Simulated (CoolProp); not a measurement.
Model: reference Helmholtz-energy equation of state, Setzmann 1991, in CoolProp.

**Question.** Give the vapour pressure (MPa), liquid cp (kJ/(kg K)), surface tension (mN/m) of saturated methane at -131.45 °C.

**Answer.** 
| T (°C) | p (MPa) | liquid cp (kJ/(kg K)) | surface tension (mN/m) |
|---|---|---|---|
| -131.45 | 0.699 | 3.85 | 7.25 |

Surface tension comes from a separate correlation (Mulero 2012).
